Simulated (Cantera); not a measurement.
Premixed flame

A freely propagating, adiabatic, planar premixed flame of 54.1 % H2, 9.68 % O2, 36.3 % N2, unburnt at 525 K and 113 Torr; mixture-averaged transport, grid criteria slope 0.08 and curve 0.16, no radiation.

Model: the H2/O2 subset of GRI-Mech 3.0, which has no nitrogen chemistry, integrated in Cantera. Burning velocities carry a grid error of a few per cent, more on coarse grids.

| z (mm) | T (K) | u (m/s) | x H2 | x O2 | x HO2 | x H2O2 | x O | x H |
|---|---|---|---|---|---|---|---|---|
| -16.1 | 525 | 5.09 | 0.541 | 0.0968 | <1e-8 | <1e-8 | <1e-8 | <1e-8 |
| -10.8 | 525 | 5.09 | 0.541 | 0.0968 | <1e-8 | <1e-8 | <1e-8 | <1e-8 |
| -8.07 | 525 | 5.09 | 0.541 | 0.0968 | <1e-8 | <1e-8 | <1e-8 | <1e-8 |
| -5.38 | 525 | 5.09 | 0.541 | 0.0968 | 6.56e-7 | <1e-8 | <1e-8 | 2.59e-7 |
| -2.69 | 544 | 5.26 | 0.538 | 0.0965 | 5.41e-5 | 1.13e-6 | 1.23e-5 | 0.000540 |
| -1.34 | 706 | 6.72 | 0.511 | 0.0916 | 2.95e-5 | 6.67e-7 | 0.000169 | 0.0113 |
| 0 | 1051 | 9.75 | 0.399 | 0.0529 | 1.07e-5 | 1.06e-7 | 0.00216 | 0.0681 |
| 1.34 | 1263 | 11.7 | 0.318 | 0.00586 | 1.15e-6 | 3.88e-8 | 0.000982 | 0.105 |
| 2.69 | 1342 | 12.4 | 0.314 | 0.000469 | 8.49e-8 | 2.71e-8 | 0.000363 | 0.102 |
| 5.38 | 1429 | 13.1 | 0.322 | 9.88e-5 | 1.69e-8 | 2.92e-8 | 0.000318 | 0.0902 |
| 10.8 | 1531 | 13.9 | 0.332 | 8.15e-5 | 1.31e-8 | 2.80e-8 | 0.000287 | 0.0756 |
| 21.5 | 1635 | 14.8 | 0.342 | 6.17e-5 | <1e-8 | 2.13e-8 | 0.000226 | 0.0601 |
| 43.0 | 1736 | 15.6 | 0.353 | 3.98e-5 | <1e-8 | 1.31e-8 | 0.000151 | 0.0449 |
x: mole fraction of selected species; z is measured from the peak of heat release.

laminar burning velocity: 509 cm/s
thermal thickness: 5.38 mm
peak x(HO2): 5.48e-5
peak x(H2O2): 1.41e-6
peak x(O): 0.00236
peak x(H): 0.105
